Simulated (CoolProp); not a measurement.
A single-stage vapour-compression cycle with R22: evaporating at 196.15 K (dew point), condensing at 263.15 K (bubble point), superheat 2 K, subcooling 5 K, compressor efficiency 0.65, no pressure losses. Each further row changes one setting.

Model: reference Helmholtz-energy equation of state, Kamei 1995, in CoolProp.

| case | cooling COP | pressure ratio | discharge temperature (K) | refrigerating effect (kJ/kg) | volumetric capacity (kJ/m³) |
|---|---|---|---|---|---|
| as stated | 1.47 | 27.7 | 398.7 | 189 | 128 |
| evaporating temperature 201.15 K | … | 19.7 | 383.6 | … | … |
| condensing temperature 258.15 K | 1.63 | 23.1 | 386.8 | 194 | 132 |
| subcooling 10 K | … | 27.7 | 398.7 | 194 | 132 |
| superheat 12 K | 1.45 | 27.7 | … | 194 | 125 |
| compressor efficiency 0.55 | 1.25 | 27.7 | … | 189 | 128 |

What belongs in the gaps?


- evaporating temperature 201.15 K, cooling COP: 1.68
- evaporating temperature 201.15 K, refrigerating effect (kJ/kg): 191
- evaporating temperature 201.15 K, volumetric capacity (kJ/m³): 178
- subcooling 10 K, cooling COP: 1.52
- superheat 12 K, discharge temperature (K): 413.0
- compressor efficiency 0.55, discharge temperature (K): 428.2
